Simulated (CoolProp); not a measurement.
Acetone at several states: density (kg/m³) from the reference equation and from simpler models built on Tc = 508.1 K, pc = 4.692 MPa, ω = 0.307; each cubic takes its own stable root.

The numbers come from the reference Helmholtz-energy equation of state, Lemmon 2006 in CoolProp. It is a short technical equation, of lower accuracy than the large ones.

| T (K) | p (MPa) | phase | reference | Redlich-Kwong | Soave-Redlich-Kwong |
|---|---|---|---|---|---|
| 482.8 | 0.709 | gas | [?] | [?] | 10.96 |
| 222 | 7.6 | liquid | [?] | 655.6 | [?] |
| 227.6 | 0.463 | liquid | [?] | [?] | [?] |

**Question.** What belongs in the gaps?

**Answer.** 
- 482.8, reference: 11.09
- 482.8, Redlich-Kwong: 10.94
- 222, reference: 871.0
- 222, Soave-Redlich-Kwong: 667.6
- 227.6, reference: 861.0
- 227.6, Redlich-Kwong: 647.6
- 227.6, Soave-Redlich-Kwong: 661.4
